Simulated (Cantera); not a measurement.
A perfectly stirred reactor is fed with CH₄ : H₂ : N₂ : H₂O = 0.017 : 1 : 0.00052 : 0.088 (molar parts), at 0.0120 bar; it is held at 2648 K, and followed from long to short residence time.

Cantera simulation using GRI-Mech 3.0 (53 species, 325 reactions); the numbers are that mechanism's predictions, not measurements. Radical loss at walls, strong at low pressure, is not modelled.

x: mole fraction; the columns are a selection and need not sum to one.

```json
[
 {"τ (s)": "19", "x CH₄": "2.30e-9", "x H₂": "0.608", "x CH₃": "1.01e-8", "x CH₂": "1.62e-9", "x C₂H₄": "<1e-12", "x C₂H₆": "<1e-12"},
 {"τ (s)": "6.1", "x CH₄": "7.77e-9", "x H₂": "0.618", "x CH₃": "3.39e-8", "x CH₂": "5.69e-9", "x C₂H₄": "<1e-12", "x C₂H₆": "<1e-12"},
 {"τ (s)": "2.0", "x CH₄": "?", "x H₂": "0.645", "x CH₃": "?", "x CH₂": "?", "x C₂H₄": "<1e-12", "x C₂H₆": "<1e-12"},
 {"τ (s)": "0.63", "x CH₄": "?", "x H₂": "?", "x CH₃": "?", "x CH₂": "?", "x C₂H₄": "1.14e-12", "x C₂H₆": "<1e-12"},
 {"τ (s)": "0.20", "x CH₄": "7.22e-6", "x H₂": "0.817", "x CH₃": "1.60e-5", "x CH₂": "2.87e-6", "x C₂H₄": "7.12e-10", "x C₂H₆": "1.26e-12"},
 {"τ (s)": "0.066", "x CH₄": "0.000168", "x H₂": "0.868", "x CH₃": "0.000188", "x CH₂": "1.88e-5", "x C₂H₄": "1.23e-7", "x C₂H₆": "4.30e-10"},
 {"τ (s)": "0.021", "x CH₄": "0.000806", "x H₂": "0.879", "x CH₃": "0.000679", "x CH₂": "5.08e-5", "x C₂H₄": "1.65e-6", "x C₂H₆": "7.70e-9"},
 {"τ (s)": "0.0068", "x CH₄": "0.00226", "x H₂": "0.883", "x CH₃": "0.00152", "x CH₂": "8.84e-5", "x C₂H₄": "8.09e-6", "x C₂H₆": "4.81e-8"},
 {"τ (s)": "0.0022", "x CH₄": "0.00517", "x H₂": "0.886", "x CH₃": "0.00267", "x CH₂": "0.000113", "x C₂H₄": "2.36e-5", "x C₂H₆": "1.85e-7"}
]
```

Question: Fill in the missing entries.

Answer: 
- 2.0, x CH₄: 3.03e-8
- 2.0, x CH₃: 1.30e-7
- 2.0, x CH₂: 2.43e-8
- 0.63, x CH₄: 2.20e-7
- 0.63, x H₂: 0.713
- 0.63, x CH₃: 8.50e-7
- 0.63, x CH₂: 1.90e-7
